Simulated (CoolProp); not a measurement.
R410A along the isotherm 319.6 K: fugacity coefficient from the reference equation and from simpler models built on Tc = 344.5 K, pc = 4901 kPa, ω = 0.296; each cubic takes its own stable root.

Computed with CoolProp (reference Helmholtz-energy equation of state, Lemmon 2003). It is a pseudo-pure fit of the blend.

```json
[
 {"p (kPa)": "4080", "phase": "liquid", "reference": "0.5211", "van der Waals": "0.6646", "Redlich-Kwong": "0.5892", "Soave-Redlich-Kwong": "0.5498", "Peng-Robinson": "0.5317"},
 {"p (kPa)": "6130", "phase": "liquid", "reference": "0.3674", "van der Waals": "0.4887", "Redlich-Kwong": "0.4230", "Soave-Redlich-Kwong": "0.3934", "Peng-Robinson": "0.3774"},
 {"p (kPa)": "8170", "phase": "liquid", "reference": "0.2914", "van der Waals": "0.4024", "Redlich-Kwong": "0.3409", "Soave-Redlich-Kwong": "0.3163", "Peng-Robinson": "0.3011"},
 {"p (kPa)": "10200", "phase": "liquid", "reference": "0.2464", "van der Waals": "0.3523", "Redlich-Kwong": "0.2923", "Soave-Redlich-Kwong": "0.2707", "Peng-Robinson": "0.2558"},
 {"p (kPa)": "12300", "phase": "liquid", "reference": "0.2159", "van der Waals": "0.3194", "Redlich-Kwong": "0.2596", "Soave-Redlich-Kwong": "0.2400", "Peng-Robinson": "0.2252"},
 {"p (kPa)": "14300", "phase": "liquid", "reference": "0.1956", "van der Waals": "0.2986", "Redlich-Kwong": "0.2380", "Soave-Redlich-Kwong": "0.2198", "Peng-Robinson": "0.2048"},
 {"p (kPa)": "16300", "phase": "liquid", "reference": "0.1806", "van der Waals": "0.2841", "Redlich-Kwong": "0.2222", "Soave-Redlich-Kwong": "0.2050", "Peng-Robinson": "0.1897"},
 {"p (kPa)": "18400", "phase": "liquid", "reference": "0.1687", "van der Waals": "0.2738", "Redlich-Kwong": "0.2099", "Soave-Redlich-Kwong": "0.1934", "Peng-Robinson": "0.1778"},
 {"p (kPa)": "20400", "phase": "liquid", "reference": "0.1599", "van der Waals": "0.2672", "Redlich-Kwong": "0.2011", "Soave-Redlich-Kwong": "0.1851", "Peng-Robinson": "0.1691"},
 {"p (kPa)": "22500", "phase": "liquid", "reference": "0.1527", "van der Waals": "0.2629", "Redlich-Kwong": "0.1941", "Soave-Redlich-Kwong": "0.1784", "Peng-Robinson": "0.1620"},
 {"p (kPa)": "24500", "phase": "liquid", "reference": "0.1473", "van der Waals": "0.2608", "Redlich-Kwong": "0.1890", "Soave-Redlich-Kwong": "0.1736", "Peng-Robinson": "0.1566"}
]
```
